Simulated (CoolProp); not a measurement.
Vapour pressure (bar) of R152A: the reference equation beside estimates from Tc = 113.3 °C, pc = 45.17 bar, ω = 0.275. Clausius-Clapeyron is anchored at -3.45 °C with a constant enthalpy of vaporisation of 20.51 kJ/mol.

Computed with CoolProp (reference Helmholtz-energy equation of state, Outcalt 1996). It is a modified Benedict-Webb-Rubin equation, recast in Helmholtz form.

| T (°C) | reference | Lee-Kesler | Clausius-Clapeyron | van der Waals | Redlich-Kwong | Soave-Redlich-Kwong | Peng-Robinson |
|---|---|---|---|---|---|---|---|
| -58.55 | 0.1644 | 0.1542 | 0.2223 | 2.474 | 0.3912 | 0.1569 | 0.1638 |
| -40.25 | 0.4661 | 0.4495 | 0.5486 | 4.027 | 0.9698 | 0.4533 | 0.4634 |
| -21.85 | 1.114 | 1.098 | 1.192 | 6.153 | 2.055 | 1.101 | 1.108 |
| -3.45 | 2.328 | 2.327 | 2.328 | 8.920 | 3.853 | 2.326 | 2.319 |
| 14.95 | 4.379 | 4.411 | 4.176 | 12.40 | 6.581 | 4.412 | 4.372 |
| 33.35 | 7.583 | 7.657 | 6.983 | 16.64 | 10.45 | 7.688 | 7.591 |
| 51.75 | 12.30 | 12.40 | 11.02 | 21.71 | 15.66 | 12.52 | 12.35 |
| 70.15 | 18.93 | 19.04 | 16.55 | 27.65 | 22.41 | 19.29 | 19.06 |

Absolute difference from the reference over all 8 rows, mean and median: Lee-Kesler 1.8 and 0.9 %, Clausius-Clapeyron 11.9 and 9.2 %, van der Waals 416.2 and 233.2 %, Redlich-Kwong 66.2 and 57.9 %, Soave-Redlich-Kwong 1.8 and 1.6 %, Peng-Robinson 0.4 and 0.4 %.
